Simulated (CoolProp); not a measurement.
Vapour-liquid equilibrium of dimethyl ether (1) + n-butane (2) at 232.1 K; x and y are mole fractions of (1).

Model: multi-fluid Helmholtz-energy mixture model, Wu 2011 and Bücker 2006; pair parameters Bell 2016, in CoolProp.

Problem. Give the bubble pressure and the first vapour's composition at x = 0.2, 0.725, 0.95. Is there an azeotrope?

Solution. x = 0.2: 0.02787 MPa, y = 0.530; x = 0.725: 0.04283 MPa, y = 0.848; x = 0.95: 0.04648 MPa, y = 0.965. No azeotrope shows between x = 0.05 and 0.95.

Pair parameters are fitted to limited data, so mixtures are less certain than the pure fluids.
